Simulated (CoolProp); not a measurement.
Properties of octamethylcyclotetrasiloxane (D4) at several states (Tc = 586.5 K, pc = 1.347 MPa, ω = 0.598).

The numbers come from the reference Helmholtz-energy equation of state, Thol 2015 in CoolProp.

```json
[
 {"T (K)": "296.9", "p (MPa)": "2.97", "phase": "liquid", "density (kg/m³)": "[?]", "cp (kJ/(kg K))": "1.667", "expansivity (1/kK)": "1.163"},
 {"T (K)": "498.5", "p (MPa)": "6.44", "phase": "liquid", "density (kg/m³)": "[?]", "cp (kJ/(kg K))": "[?]", "expansivity (1/kK)": "[?]"},
 {"T (K)": "499.1", "p (MPa)": "1.57", "phase": "liquid", "density (kg/m³)": "[?]", "cp (kJ/(kg K))": "[?]", "expansivity (1/kK)": "[?]"}
]
```

Question: Complete the blanks.

Answer: 
- 296.9, density (kg/m³): 956.3
- 498.5, density (kg/m³): 735.0
- 498.5, cp (kJ/(kg K)): 2.071
- 498.5, expansivity (1/kK): 1.655
- 499.1, density (kg/m³): 700.5
- 499.1, cp (kJ/(kg K)): 2.115
- 499.1, expansivity (1/kK): 2.269
